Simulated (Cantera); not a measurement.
A closed system holds: 1 mol PbO, 0.42 mol CH4, 1.1 mol N2, equilibrated at 2473.15 K and 68.0 Pa.

These are equilibrium values from Cantera (NASA tables, ideal gas, pure condensed phases), not measurements of a reactor. Candidate condensed phases: C, C6H6, C7H8, C8H18, H2O, Pb, PbO, PbO2, Pb3O4; 139 gas species. Equilibrium is a limit: real reactors are often held back by kinetics, nucleation or transport.

Base state: N2 0.267, Pb 0.242, H 0.208, CO 0.0943, H2 0.0589, O 0.0518, H2O 0.0314, OH 0.0222 (mole fractions); condensed: gas only.

Problem. What changes in the equilibrium state with this change: N2 from 1.1 to 0.14 mol?

Solution. 
```json
[
 {"species": "Pb", "before": "0.242", "after": "0.324"},
 {"species": "H", "before": "0.208", "after": "0.248"},
 {"species": "CO", "before": "0.0943", "after": "0.125"},
 {"species": "N2", "before": "0.267", "after": "0.0451"},
 {"species": "H2O", "before": "0.0314", "after": "0.0516"},
 {"species": "CO2", "before": "0.00821", "after": "0.0125"},
 {"species": "H2", "before": "0.0589", "after": "0.0839"},
 {"species": "OH", "before": "0.0222", "after": "0.0306"},
 {"species": "O2", "before": "0.0114", "after": "0.0151"},
 {"species": "O", "before": "0.0518", "after": "0.0597"},
 {"species": "NO", "before": "0.00297", "after": "0.00141"},
 {"species": "PbO", "before": "0.00237", "after": "0.00365"}
]
```
